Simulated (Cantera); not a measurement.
A closed system holds: 1 mol Hg, 0.057 mol H2, at 1025 K and 330 Pa.

These are equilibrium values from Cantera (NASA tables, ideal gas, pure condensed phases), not measurements of a reactor. Candidate condensed phases: Hg; 3 gas species. The numbers say what is thermodynamically allowed, not how fast it happens.

Base state: Hg 0.946, H2 0.0539 (mole fractions); condensed: gas only.

Task: What changes in the equilibrium state with this change: Hg replaced by Fe(CO)5?

Result: 
| species | before | after |
|---|---|---|
| CO | 0 | 0.988 |
| H2 | 0.0539 | 0.0113 |
| CO2 | 0 | 0.00111 |
| Hg | 0.946 | 0 |
| C(graphite), mol | 0 | 0.00564 |
| Fe(α), mol | 0 | 1.00 |
Condensed phases not in the tables: cementite and carbon dissolved in iron. Further candidate phases: C, C6H6, C7H8, C8H18, Fe, Fe(CO)5, FeO, Fe(OH)2, Fe(OH)3, Fe2O3, Fe3O4, H2O.

Task: What changes in the equilibrium state with this change: Hg replaced by HgO?

Result: 
```
species  before   after
-------  ------  ------
Hg        0.946   0.654
O2            0   0.308
H2O           0  0.0373
H2       0.0539   <1e-9
```
Further candidate phases: H2O, HgO.
